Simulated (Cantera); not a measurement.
An isothermal, constant-pressure homogeneous reactor starts with 4.35 % CH₄, 91.3 % N₂, 4.35 % H₂O, at 1573 K and 20.0 Torr.

Computed with Cantera and GRI-Mech 3.0 (53 species, 325 reactions). Radical loss at walls, strong at low pressure, is not modelled.

Task: Predict: x(CH₄) at 5.00 s; x(C₂H₄) at 5.00 s; x(CH₃) at 5.00 s; x(CH₂) at 5.00 s; x(C₂H₂) at 5.00 s; x(C₂H) at 5.00 s; x(H₂) at 5.00 s.

Result: 
```json
{
  "x(CH₄) at 5.00 s": "0.00439 (gas-phase equilibrium 9.68e-9)",
  "x(C₂H₄) at 5.00 s": "2.38e-5 (gas-phase equilibrium <1e-12)",
  "x(CH₃) at 5.00 s": "7.72e-5 (gas-phase equilibrium 1.42e-10)",
  "x(CH₂) at 5.00 s": "6.40e-8 (gas-phase equilibrium <1e-12)",
  "x(C₂H₂) at 5.00 s": "0.0175 (gas-phase equilibrium 4.78e-10)",
  "x(C₂H) at 5.00 s": "4.40e-8 (gas-phase equilibrium <1e-12)",
  "x(H₂) at 5.00 s": "0.0595 (gas-phase equilibrium 0.120)"
}
```
